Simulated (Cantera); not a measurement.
Mixture: CO : H2 : O2 : N2 = 1 : 0.38 : 1.13 : 4.25 (molar parts), equivalence ratio 0.61, at 3.70 bar, adiabatic and at constant pressure. Ignition delay is the time to a rise of 400 K.

Cantera simulation using GRI-Mech 3.0 (53 species, 325 reactions); the numbers are that mechanism's predictions, not measurements. The hydrogen kinetics of GRI-Mech 3.0 are dated; newer H2 mechanisms differ, most at raised pressure.

Task: What does this change do: pressure from 3.70 bar to 3.10 bar?

Result: 
```
quantity                                                before      after
--------------------------------------------------  ----------  ---------
delay at 998 K                                         4.12 ms    3.41 ms
delay at 1048 K                                       0.680 ms   0.454 ms
delay at 1098 K                                       0.124 ms   0.105 ms
delay at 1148 K                                        49.6 µs    50.8 µs
delay at 1198 K                                        29.8 µs    33.0 µs
delay at 1248 K                                        21.2 µs    24.4 µs
apparent activation energy between 1148 and 1248 K  100 kJ/mol  87 kJ/mol
```

Task: What does this change do: 0.092 parts CO2 added?

Result: 
| quantity | before | after |
|---|---|---|
| delay at 998 K | 4.12 ms | 4.32 ms |
| delay at 1048 K | 0.680 ms | 0.728 ms |
| delay at 1098 K | 0.124 ms | 0.131 ms |
| delay at 1148 K | 49.6 µs | 51.4 µs |
| delay at 1198 K | 29.8 µs | 30.7 µs |
| delay at 1248 K | 21.2 µs | 21.8 µs |
| apparent activation energy between 1148 and 1248 K | 100 kJ/mol | 100 kJ/mol |
